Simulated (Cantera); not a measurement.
A closed system holds: 1 mol Fe, 2.7 mol NH₃, 2.6 mol N₂, at 110 Pa.

These are equilibrium values from Cantera (NASA tables, ideal gas, pure condensed phases), not measurements of a reactor. Candidate condensed phases: Fe; 10 gas species. Rates play no part.

**Question.** Which condensed phases are stable at each of these points (T (°C)): 502, 577, 652, 727, 802, 877, 952, 1027, 1102, 1177, 1252?

**Answer.** 
| T (°C) | condensed phases | Fe condensed (%) |
|---|---|---|
| 502 | Fe(α) | 100.0 |
| 577 | Fe(α) | 100.0 |
| 652 | Fe(α) | 100.0 |
| 727 | Fe(α) | 100.0 |
| 802 | Fe(α) | 100.0 |
| 877 | Fe(α) | 100.0 |
| 952 | Fe(γ) | 100.0 |
| 1027 | Fe(γ) | 100.0 |
| 1102 | Fe(γ) | 100.0 |
| 1177 | Fe(γ) | 100.0 |
| 1252 | Fe(γ) | 99.8 |

From 502 °C to 877 °C the condensed part is Fe(α). From 952 °C to 1252 °C the condensed part is Fe(γ).
